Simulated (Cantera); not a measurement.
## Adiabatic ignition

An adiabatic, constant-volume homogeneous reactor starts with CH₄ : O₂ : N₂ = 1 : 1.33 : 5.01 (molar parts), at 1723 K and 0.290 bar.

Detailed kinetics in Cantera: GRI-Mech 3.0 (53 species, 325 reactions).

```
t (s)     T (K)  P (bar)   x CH₄     x O₂     x OH   x H₂O₂    x NO₂      x NO
--------  -----  -------  ------  -------  -------  -------  -------  --------
7.00e-6    1723    0.290   0.136    0.181  2.47e-7  3.24e-8   <1e-12    <1e-12
3.13e-5    1723    0.290   0.136    0.181  4.96e-7  1.94e-7   <1e-12    <1e-12
0.000140   1722    0.290   0.136    0.181  2.25e-6  5.52e-7   <1e-12  4.52e-12
0.000626   2926    0.559  <1e-12  0.00444   0.0204  1.20e-7  4.14e-8  0.000503
0.00280    2860    0.548  <1e-12  0.00441   0.0199  9.22e-8  3.22e-7   0.00469
0.0125     2859    0.548  <1e-12  0.00437   0.0198  9.16e-8  3.44e-7   0.00503
0.0559     2859    0.548  <1e-12  0.00437   0.0198  9.16e-8  3.44e-7   0.00503
0.250      2859    0.548  <1e-12  0.00437   0.0198  9.16e-8  3.44e-7   0.00503
1.12       2859    0.548  <1e-12  0.00437   0.0198  9.16e-8  3.44e-7   0.00503
5.00       2859    0.548  <1e-12  0.00437   0.0198  9.16e-8  3.44e-7   0.00503
```
x: mole fraction; the columns are a selection and need not sum to one.

The time of steepest temperature rise comes out as 0.563 ms and the temperature at 5.00 s is 2859 K. The equilibrium temperature comes out as 2859 K and the x(CH₄) at 5.00 s comes out as <1e-12 (gas-phase equilibrium <1e-12). The x(O₂) at 5.00 s is 0.00437 (gas-phase equilibrium 0.00437) and the x(OH) at 5.00 s is 0.0198 (gas-phase equilibrium 0.0198).
